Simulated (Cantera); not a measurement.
Low-pressure radical oxidation in H2/O2

A perfectly stirred reactor is fed with H2 : O2 = 0.17 : 1 (molar parts), at 2670 Pa; it is held at 1175 K, and followed from long to short residence time.

Computed with Cantera and the H2/O2 subset of GRI-Mech 3.0, which has no nitrogen chemistry. Radical loss at walls, strong at low pressure, is not modelled. The temperature is held fixed by assumption; the heat of reaction is taken as removed at once.

```csv
τ (s),x H2,x O2,x H,x H2O2,x OH,x HO2,x H2O
2.3,0.000184,0.842,4.85e-5,2.63e-7,0.000823,3.51e-6,0.156
0.83,0.000349,0.842,0.000134,3.46e-7,0.00116,5.37e-6,0.155
0.30,0.000655,0.840,0.000368,4.37e-7,0.00164,7.69e-6,0.155
0.11,0.00120,0.838,0.000982,5.27e-7,0.00231,1.03e-5,0.153
0.039,0.00222,0.833,0.00264,6.08e-7,0.00327,1.28e-5,0.150
0.014,0.00403,0.824,0.00666,6.65e-7,0.00456,1.49e-5,0.145
0.0052,0.00705,0.812,0.0146,6.93e-7,0.00610,1.60e-5,0.135
0.0019,0.0124,0.798,0.0264,7.19e-7,0.00778,1.60e-5,0.120
0.00068,0.0231,0.791,0.0365,7.94e-7,0.00939,1.52e-5,0.101
```
x: mole fraction; the columns are a selection and need not sum to one.
